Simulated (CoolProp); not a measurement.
A single-stage vapour-compression cycle with isobutene: evaporating at 236.15 K (dew point), condensing at 292.15 K (bubble point), superheat 8 K, subcooling 5 K, compressor efficiency 0.6, no pressure losses. Each further row changes one setting.

Values from CoolProp's reference Helmholtz-energy equation of state, Lemmon 2005. It is a short technical equation, of lower accuracy than the large ones.

| case | cooling COP | pressure ratio | discharge temperature (K) | refrigerating effect (kJ/kg) | volumetric capacity (kJ/m³) |
|---|---|---|---|---|---|
| as stated | 2.13 | 9.62 | 342.8 | 317 | 234 |
| evaporating temperature 241.15 K | 2.43 | 7.48 | 337.4 | 323 | [?] |
| condensing temperature 287.15 K | [?] | 8.19 | 335.8 | 329 | 243 |
| subcooling 10 K | 2.20 | 9.62 | 342.8 | 328 | 243 |
| superheat 18 K | 2.13 | 9.62 | 353.8 | [?] | 234 |
| compressor efficiency 0.5 | 1.77 | 9.62 | [?] | 317 | 234 |

### Question
Complete the blanks.

### Answer

- evaporating temperature 241.15 K, volumetric capacity (kJ/m³): 302
- condensing temperature 287.15 K, cooling COP: 2.39
- superheat 18 K, refrigerating effect (kJ/kg): 331
- compressor efficiency 0.5, discharge temperature (K): 358.9
